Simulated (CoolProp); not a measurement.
Properties of methanol along the isobar 7.07 bar.

Values from CoolProp's reference Helmholtz-energy equation of state, de Reuck 1993.

```json
[
 {"T (K)": "367.9", "phase": "liquid", "density (kg/m³)": "717.4", "cp (kJ/(kg K))": "3.110", "speed of sound (m/s)": "886.2", "Prandtl number": "3.92"},
 {"T (K)": "375.2", "phase": "liquid", "density (kg/m³)": "[?]", "cp (kJ/(kg K))": "[?]", "speed of sound (m/s)": "861.8", "Prandtl number": "[?]"},
 {"T (K)": "382.5", "phase": "liquid", "density (kg/m³)": "700.6", "cp (kJ/(kg K))": "3.272", "speed of sound (m/s)": "836.7", "Prandtl number": "[?]"},
 {"T (K)": "389.8", "phase": "liquid", "density (kg/m³)": "691.7", "cp (kJ/(kg K))": "3.359", "speed of sound (m/s)": "810.5", "Prandtl number": "3.48"},
 {"T (K)": "404.5", "phase": "gas", "density (kg/m³)": "7.574", "cp (kJ/(kg K))": "3.745", "speed of sound (m/s)": "326.9", "Prandtl number": "[?]"},
 {"T (K)": "411.8", "phase": "gas", "density (kg/m³)": "7.303", "cp (kJ/(kg K))": "2.942", "speed of sound (m/s)": "334.4", "Prandtl number": "1.35"},
 {"T (K)": "419.1", "phase": "gas", "density (kg/m³)": "7.084", "cp (kJ/(kg K))": "2.545", "speed of sound (m/s)": "340.4", "Prandtl number": "1.16"},
 {"T (K)": "426.4", "phase": "gas", "density (kg/m³)": "6.895", "cp (kJ/(kg K))": "2.331", "speed of sound (m/s)": "345.3", "Prandtl number": "1.05"},
 {"T (K)": "433.7", "phase": "gas", "density (kg/m³)": "6.725", "cp (kJ/(kg K))": "2.210", "speed of sound (m/s)": "349.7", "Prandtl number": "0.988"},
 {"T (K)": "441", "phase": "gas", "density (kg/m³)": "6.571", "cp (kJ/(kg K))": "2.138", "speed of sound (m/s)": "353.7", "Prandtl number": "0.948"}
]
```

Problem. Some entries are withheld; supply them.

Solution. 
- 375.2, density (kg/m³): 709.2
- 375.2, cp (kJ/(kg K)): 3.189
- 375.2, Prandtl number: 3.76
- 382.5, Prandtl number: 3.62
- 404.5, Prandtl number: 1.72

Viscosity comes from a separate model (Xiang 2006). Thermal conductivity comes from a separate model (Sykioti 2013).
